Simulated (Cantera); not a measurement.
Premixed flame

A freely propagating, adiabatic, planar premixed flame of CH4 : C2H6 : C3H8 : O2 : N2 = 1 : 0.085 : 0.036 : 2.06 : 7.76 (molar parts), unburnt at 350 K and 0.270 bar; mixture-averaged transport, grid criteria slope 0.08 and curve 0.16, no radiation.

Detailed kinetics in Cantera: GRI-Mech 3.0 (53 species, 325 reactions). Burning velocities carry a grid error of a few per cent, more on coarse grids.

| z (mm) | T (K) | u (m/s) | x CH4 | x C2H6 | x C3H8 | x O2 | x CO2 | x O |
|---|---|---|---|---|---|---|---|---|
| -3.63 | 350 | 0.631 | 0.0913 | 0.00776 | 0.00329 | 0.188 | 1.08e-8 | <1e-8 |
| -2.42 | 351 | 0.634 | 0.0910 | 0.00775 | 0.00328 | 0.188 | 5.45e-7 | <1e-8 |
| -1.81 | 356 | 0.646 | 0.0904 | 0.00771 | 0.00327 | 0.187 | 7.39e-6 | <1e-8 |
| -1.21 | 429 | 0.786 | 0.0861 | 0.00757 | 0.00321 | 0.181 | 0.000239 | 5.92e-8 |
| -0.604 | 929 | 1.75 | 0.0601 | 0.00613 | 0.00211 | 0.141 | 0.00458 | 9.38e-6 |
| -0.302 | 1366 | 2.61 | 0.0331 | 0.00281 | 0.000542 | 0.0960 | 0.0118 | 0.000116 |
| 0 | 1733 | 3.35 | 0.00880 | 0.000189 | 9.37e-6 | 0.0485 | 0.0230 | 0.000666 |
| 0.302 | 1889 | 3.66 | 0.000923 | 1.31e-6 | <1e-8 | 0.0211 | 0.0350 | 0.00168 |
| 0.604 | 1926 | 3.72 | 5.40e-5 | <1e-8 | <1e-8 | 0.0108 | 0.0448 | 0.00227 |
| 1.21 | 1946 | 3.74 | 1.52e-7 | <1e-8 | <1e-8 | 0.00613 | 0.0547 | 0.00233 |
| 2.42 | 1968 | 3.77 | <1e-8 | <1e-8 | <1e-8 | 0.00494 | 0.0593 | 0.00208 |
| 4.83 | 1996 | 3.82 | <1e-8 | <1e-8 | <1e-8 | 0.00419 | 0.0603 | 0.00173 |
| 9.67 | 2035 | 3.88 | <1e-8 | <1e-8 | <1e-8 | 0.00320 | 0.0608 | 0.00127 |
x: mole fraction of selected species; z is measured from the peak of heat release.

```
Item                          Value
------------------------  ---------
laminar burning velocity  63.0 cm/s
thermal thickness           1.21 mm
peak x(O)                   0.00237
grid points                     156
```
